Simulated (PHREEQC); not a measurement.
A made-up water analysis in mg/L, 34 °C, pH 7.54, pe -0.4:

```
constituent          mg/L
------------------  -----
Na                   83.6
K                   0.401
Ca                    200
Mg                    6.9
Cl                    147
S(6) as SO4           435
Alkalinity as HCO3   35.7
Zn                   8.67
```

Valence states are taken as typed.

The numbers come from PHREEQC with the ion-association model, phreeqc.dat.

This is a speciation only: nothing precipitates in the calculation.

What ionic strength, specific conductance does the model give?

ionic strength 0.0199 mol/kgw; specific conductance 1650 µS/cm.

In which forms is C present?

HCO3- 89 %, CO2 4.6 %, CaHCO3+ 3.0 %, ZnCO3 1.5 %, CaCO3 0.7 %, ZnHCO3+ 0.6 % of the C.

Complexes and solids missing from the database can't appear.
